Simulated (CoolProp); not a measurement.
Computed with CoolProp (reference Helmholtz-energy equation of state, Gao 2020).

Q: Give the vapour pressure (MPa), enthalpy of vaporisation (kJ/kg), vapour Z, surface tension (mN/m) of saturated ammonia at 14.05 °C.

A: 
| T (°C) | p (MPa) | enthalpy of vaporisation (kJ/kg) | vapour Z | surface tension (mN/m) |
|---|---|---|---|---|
| 14.05 | 0.705 | 1210 | 0.906 | 23.0 |

Surface tension comes from a separate correlation (Mulero 2012).
